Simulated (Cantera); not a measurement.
Feed: 1 mol SiC, 4 mol N₂O, 2.5 mol H₂, held at 1.00 bar.

These are equilibrium values from Cantera (NASA tables, ideal gas, pure condensed phases), not measurements of a reactor. Candidate condensed phases: C, C₆H₆, C₇H₈, C₈H₁₈, H₂O, Si, SiC, SiO₂, Si₂N₂O, Si₃N₄; 151 gas species. The tables hold silica as quartz up to 1696 K and as liquid above; real silica turns to tridymite and cristobalite and melts near 1996 K. Gases not in the tables: Si(OH)₄. Equilibrium is a limit: real reactors are often held back by kinetics, nucleation or transport.

Question: Which condensed phases are stable at each of these points (T (K)): 1348, 1448, 1548, 1648, 1748, 1848, 1948, 2048?

Answer: 
| T (K) | condensed phases | Si condensed (%) |
|---|---|---|
| 1348 | SiO₂(β-quartz) | 100.0 |
| 1448 | SiO₂(β-quartz) | 100.0 |
| 1548 | SiO₂(β-quartz) | 100.0 |
| 1648 | SiO₂(β-quartz) | 100.0 |
| 1748 | SiO₂(condensed) | 100.0 |
| 1848 | SiO₂(condensed) | 100.0 |
| 1948 | SiO₂(condensed) | 100.0 |
| 2048 | SiO₂(l) | 99.8 |

From 1348 K to 1648 K the condensed part is SiO₂(β-quartz). From 1748 K to 1948 K the condensed part is SiO₂(condensed). At 2048 K the condensed part is SiO₂(l).
